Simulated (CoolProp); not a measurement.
A single-stage vapour-compression cycle with the fluid: evaporating at 307.15 K (dew point), condensing at 340.15 K (bubble point), superheat 5 K, subcooling 5 K, compressor efficiency 0.8, no pressure losses. The same conditions are run with several fluids, on thermodynamics alone (safety and materials aside).

The numbers come from the reference Helmholtz-energy equation of state of each fluid (dimethyl ether: Wu 2011; n-perfluoropentane: Gao 2022; sulfur dioxide: Gao 2016; isobutane: Bücker 2006; R245ca: Zhou 2016; R365MFC: Lemmon 2016) in CoolProp.

```json
[
 {"fluid": "dimethyl ether", "cooling COP": "6.47", "pressure ratio": "2.23", "discharge temperature (K)": "355.7", "refrigerating effect (kJ/kg)": "323", "volumetric capacity (kJ/m³)": "5000"},
 {"fluid": "n-perfluoropentane", "cooling COP": "6.06", "pressure ratio": "2.81", "discharge temperature (K)": "340.2", "refrigerating effect (kJ/kg)": "62.7", "volumetric capacity (kJ/m³)": "889"},
 {"fluid": "sulfur dioxide", "cooling COP": "6.62", "pressure ratio": "2.51", "discharge temperature (K)": "389.9", "refrigerating effect (kJ/kg)": "310", "volumetric capacity (kJ/m³)": "4360"},
 {"fluid": "isobutane", "cooling COP": "6.40", "pressure ratio": "2.25", "discharge temperature (K)": "343.3", "refrigerating effect (kJ/kg)": "255", "volumetric capacity (kJ/m³)": "2910"},
 {"fluid": "R245ca", "cooling COP": "6.68", "pressure ratio": "2.86", "discharge temperature (K)": "342.6", "refrigerating effect (kJ/kg)": "164", "volumetric capacity (kJ/m³)": "1250"},
 {"fluid": "R365MFC", "cooling COP": "6.67", "pressure ratio": "3.01", "discharge temperature (K)": "340.1", "refrigerating effect (kJ/kg)": "156", "volumetric capacity (kJ/m³)": "747"}
]
```

The compression ends wet for: n-perfluoropentane; R365MFC.
